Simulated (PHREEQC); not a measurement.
4.1 g of hydrous ferric oxide (600 m²/g; 0.2 weak and 0.005 strong sites per Fe, Dzombak-Morel constants, diffuse double layer) in 1 kg of water with 0.005 mol/kgw of an inert sodium salt and 0.01 mmol/kgw MgCl2, at 25 °C; the pH is set by adding NaOH or the inert anion's acid. Oxygen is held at 0.21 atm. The system is closed to CO2. No solid was allowed to form.

Computed with PHREEQC (ion-association model, wateq4f.dat).

```csv
pH,Mg sorbed (%),surface charge σ (C/m²),surface potential ψ (mV)
3,0.0,0.322,205
3.75,0.0,0.234,195
4.5,0.0,0.144,…
4.88,0.0,0.107,…
5.62,0.0,…,131
6.38,…,0.026,95
7.12,16.8,0.011,55
7.5,52.3,…,34
8.25,97.0,-0.001,…
9,99.9,-0.009,-50
```

Question: Fill in the missing entries.

Answer: 
- 4.5, surface potential ψ (mV): 174
- 4.88, surface potential ψ (mV): 161
- 5.62, surface charge σ (C/m²): 0.056
- 6.38, Mg sorbed (%): 0.8
- 7.5, surface charge σ (C/m²): 0.006
- 8.25, surface potential ψ (mV): -8

Complexes and solids missing from the database can't appear. The oxide is taken as insoluble; below pH 4 it would dissolve.
